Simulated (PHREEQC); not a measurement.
Consider water at 20 °C with 0.012 mol ZnSO4, 6.7e-05 mol MgSO4 and 0.013 mol Na2SO4 per kg of water. Closed to the air; pH follows from the charge balance.

All values are PHREEQC results (ion-association model, phreeqc.dat), not measurements.

```
quantity                   before    after
------------------------  -------  -------
pH                           5.94     2.23
ionic strength (mol/kgw)   0.0630   0.0611
SO4-2 (mol/kgw)            0.0178   0.0180
Mg+2 (mol/kgw)            3.89e-5  3.85e-5
MgSO4 (mol/kgw)           2.81e-5  2.85e-5
HSO4- (mol/kgw)           9.57e-7  0.00502
```

### Question
Name the change that produced these shifts.
(A) temperature from 20 to 45 °C
(B) MgSO4 from 6.7e-05 to 0.00067 mol/kgw
(C) ZnSO4 replaced by NH4HSO4 at the same molality
(D) Na2SO4 left out

### Answer
C, ZnSO4 replaced by NH4HSO4 at the same molality

This is a speciation only: nothing precipitates in the calculation.
